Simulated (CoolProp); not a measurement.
Vapour-liquid equilibrium of n-octane (1) + n-dodecane (2) at 0.00777 MPa; x and y are mole fractions of (1).

Values from CoolProp's multi-fluid Helmholtz-energy mixture model, Beckmüller 2019 and Lemmon 2004; pair parameters Bell 2016.

```json
[
 {"x": "0.05", "bubble temperature (°C)": "117.6", "y at the bubble point": "0.453", "dew temperature at overall composition x (°C)": "130.2", "liquid density (mol/L)": "4.028"},
 {"x": "0.15", "bubble temperature (°C)": "98.9", "y at the bubble point": "0.788", "dew temperature at overall composition x (°C)": "127.6", "liquid density (mol/L)": "4.236"},
 {"x": "0.25", "bubble temperature (°C)": "87.0", "y at the bubble point": "0.897", "dew temperature at overall composition x (°C)": "124.7", "liquid density (mol/L)": "4.423"},
 {"x": "0.35", "bubble temperature (°C)": "78.6", "y at the bubble point": "0.943", "dew temperature at overall composition x (°C)": "[?]", "liquid density (mol/L)": "4.604"},
 {"x": "0.45", "bubble temperature (°C)": "72.3", "y at the bubble point": "0.966", "dew temperature at overall composition x (°C)": "117.7", "liquid density (mol/L)": "4.785"},
 {"x": "0.55", "bubble temperature (°C)": "67.3", "y at the bubble point": "0.980", "dew temperature at overall composition x (°C)": "113.5", "liquid density (mol/L)": "4.971"},
 {"x": "0.65", "bubble temperature (°C)": "63.2", "y at the bubble point": "0.988", "dew temperature at overall composition x (°C)": "108.4", "liquid density (mol/L)": "5.164"},
 {"x": "0.75", "bubble temperature (°C)": "59.8", "y at the bubble point": "[?]", "dew temperature at overall composition x (°C)": "101.9", "liquid density (mol/L)": "5.364"},
 {"x": "0.85", "bubble temperature (°C)": "56.8", "y at the bubble point": "0.997", "dew temperature at overall composition x (°C)": "[?]", "liquid density (mol/L)": "5.575"},
 {"x": "0.95", "bubble temperature (°C)": "54.3", "y at the bubble point": "[?]", "dew temperature at overall composition x (°C)": "76.9", "liquid density (mol/L)": "5.797"}
]
```

**Question.** Complete the blanks.

**Answer.** 
- 0.35, dew temperature at overall composition x (°C): 121.4
- 0.75, y at the bubble point: 0.993
- 0.85, dew temperature at overall composition x (°C): 92.9
- 0.95, y at the bubble point: 0.999

No azeotrope shows between x = 0.05 and 0.95.

Pair parameters are fitted to limited data, so mixtures are less certain than the pure fluids.
